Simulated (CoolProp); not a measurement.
Vapour pressure (bar) of n-perfluorohexane: the reference equation beside estimates from Tc = 448.0 K, pc = 17.42 bar, ω = 0.497.

Values from CoolProp's reference Helmholtz-energy equation of state, Gao 2022.

| T (K) | reference | van der Waals | Redlich-Kwong | Soave-Redlich-Kwong | Peng-Robinson |
|---|---|---|---|---|---|
| 292.9 | 0.2325 | 2.441 | 0.8323 | 0.2318 | 0.2375 |
| 304.7 | (withheld) | 3.009 | 1.189 | 0.3879 | 0.3937 |
| 316.5 | 0.6196 | 3.658 | 1.645 | 0.6195 | 0.6239 |
| 328.2 | 0.9440 | 4.386 | 2.210 | 0.9466 | 0.9475 |
| 340 | 1.392 | (withheld) | 2.908 | 1.401 | (withheld) |
| 351.8 | 1.990 | (withheld) | 3.747 | (withheld) | (withheld) |
| 363.6 | 2.768 | (withheld) | 4.741 | 2.807 | 2.780 |
| 375.3 | 3.748 | 8.234 | 5.892 | 3.816 | 3.773 |
| 387.1 | 4.985 | (withheld) | 7.231 | 5.093 | 5.033 |
| 398.9 | 6.511 | 10.76 | 8.760 | 6.669 | 6.592 |
| 410.7 | 8.374 | 12.19 | 10.49 | 8.586 | 8.499 |

Problem. What belongs in the gaps?

Solution. 
- 304.7, reference: 0.3887
- 340, van der Waals: 5.208
- 340, Peng-Robinson: 1.396
- 351.8, van der Waals: 6.123
- 351.8, Soave-Redlich-Kwong: 2.011
- 351.8, Peng-Robinson: 1.996
- 363.6, van der Waals: 7.134
- 387.1, van der Waals: 9.446

Absolute difference from the reference over all 11 rows, mean and median: van der Waals 312.6 and 207.7 %, Redlich-Kwong 108.5 and 88.3 %, Soave-Redlich-Kwong 1.2 and 1.1 %, Peng-Robinson 0.9 and 0.7 %.
